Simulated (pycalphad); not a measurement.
All values are pycalphad results on the COST 507 light-alloy database (1999) (1 atm), not direct measurements. No gas phase is included, though pure Mg would boil below 1377 °C. These are 1990s assessments: newer ones move some temperatures and phases. Kinetics are ignored, which matters at the lower temperatures.

Molar enthalpy of Mg-7.86Si-0.22Al (at.%) in equilibrium (SER reference):

```
T (°C)  H (kJ/mol)          phases
------  ----------  --------------
1377         49.33          LIQUID
1277         45.95          LIQUID
1177         42.58          LIQUID
1077         39.20          LIQUID
977          35.83          LIQUID
927          34.14          LIQUID
877          32.45          LIQUID
777          26.01  LIQUID + MG2SI
677          20.64  LIQUID + MG2SI
627          11.37  HCP_A3 + MG2SI
577           9.86  HCP_A3 + MG2SI
477           6.92  HCP_A3 + MG2SI
377           4.09  HCP_A3 + MG2SI
277           1.35  HCP_A3 + MG2SI
177          -1.30  HCP_A3 + MG2SI
77           -3.84  HCP_A3 + MG2SI
```

Cooling from 877 °C to 627 °C, across the freezing range, releases 21.1 kJ/mol, or 857 J/g. The slope is 34 J/(mol K) in the liquid and 30 J/(mol K) just below the solidus, where it includes any heat of precipitation. Liquidus 851 °C, solidus 633 °C. Changes were sought between steps of 50 K, so a narrower field can be missed.

Database names, with the compositions (at.%) that they take in these runs: MG2SI: Mg 67 Si 33. HCP_A3 is hcp.
